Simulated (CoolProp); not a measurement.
Aqueous lithium chloride as a coolant, at 34 °C, 1 atm.

Values from CoolProp's Melinder's fits for secondary coolants.

```json
[
 {"mass %": "5.6", "freezing point (°C)": "-5.8", "viscosity (mPa s)": "0.896", "density (kg/m³)": "1026", "cp (kJ/(kg K))": "3.892", "conductivity (W/(m K))": "0.606"},
 {"mass %": "7.4", "freezing point (°C)": "-8.2", "viscosity (mPa s)": "0.953", "density (kg/m³)": "1037", "cp (kJ/(kg K))": "3.809", "conductivity (W/(m K))": "0.601"},
 {"mass %": "9.3", "freezing point (°C)": "-11.1", "viscosity (mPa s)": "1.02", "density (kg/m³)": "1048", "cp (kJ/(kg K))": "3.727", "conductivity (W/(m K))": "0.596"},
 {"mass %": "11.2", "freezing point (°C)": "-14.4", "viscosity (mPa s)": "1.09", "density (kg/m³)": "(withheld)", "cp (kJ/(kg K))": "3.648", "conductivity (W/(m K))": "(withheld)"},
 {"mass %": "13", "freezing point (°C)": "-18.4", "viscosity (mPa s)": "1.17", "density (kg/m³)": "1069", "cp (kJ/(kg K))": "3.578", "conductivity (W/(m K))": "0.587"},
 {"mass %": "14.9", "freezing point (°C)": "-23.6", "viscosity (mPa s)": "1.27", "density (kg/m³)": "1080", "cp (kJ/(kg K))": "3.508", "conductivity (W/(m K))": "0.583"},
 {"mass %": "16.7", "freezing point (°C)": "-29.7", "viscosity (mPa s)": "1.37", "density (kg/m³)": "1091", "cp (kJ/(kg K))": "(withheld)", "conductivity (W/(m K))": "0.579"},
 {"mass %": "18.6", "freezing point (°C)": "-37.5", "viscosity (mPa s)": "1.49", "density (kg/m³)": "(withheld)", "cp (kJ/(kg K))": "3.383", "conductivity (W/(m K))": "0.575"},
 {"mass %": "20.4", "freezing point (°C)": "(withheld)", "viscosity (mPa s)": "1.62", "density (kg/m³)": "1113", "cp (kJ/(kg K))": "3.329", "conductivity (W/(m K))": "0.571"}
]
```

Q: What belongs in the gaps?

A: 
- 11.2, density (kg/m³): 1059
- 11.2, conductivity (W/(m K)): 0.592
- 16.7, cp (kJ/(kg K)): 3.445
- 18.6, density (kg/m³): 1102
- 20.4, freezing point (°C): -45.8
